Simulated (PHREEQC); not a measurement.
Ca(OH)2 is added in steps, without added water, to 1 kg of water holding 0.2 mol H2SO4 and 0.018 mol CuSO4, at 20 °C. Oxygen alone is held at its pressure in air (log pO2 = -0.68). CO2 from the air is kept out. Solids allowed: Gypsum, Portlandite, Cu(OH)2, Brochantite, Antlerite, Chalcanthite. Others were left out.

Base run: PHREEQC, ion-association model, wateq4f.dat. Each further column changes one thing. The table gives pH.

```
Ca(OH)2 added (mol)   base  0.0041 mol/kgw Ca(OH)2 added  diluted 100-fold with water  CuSO4 from 0.018 to 0.036 mol/kgw  no solid may form
-------------------  -----  ----------------------------  ---------------------------  ---------------------------------  -----------------
0                     0.76                          0.78                         2.48                               0.78               0.76
0.055                 0.92                          0.93                        12.65                               0.94               0.97
0.11                  1.11                          1.13                        12.65                               1.14               1.28
0.165                 1.50                          1.55                        12.65                               1.54               1.80
0.22                 11.63                         12.10                        12.65                               4.68              11.32
0.275                12.62                         12.62                        12.65                              12.62              12.72
0.33                 12.62                         12.62                        12.65                              12.62              13.01
0.385                12.62                         12.62                        12.65                              12.62              13.19
0.44                 12.62                         12.62                        12.65                              12.62              13.31
```

The database's constant for dissolved Cu(OH)2 is higher than later reviews accept. In at least one series the solution becomes supersaturated in solids that the run did not let form, among them Gypsum, Portlandite, Cu(OH)2, Brochantite, Antlerite. The ionic strength passes 0.7 mol/kgw, the rough limit of the ion-association models, in part of: no solid may form.
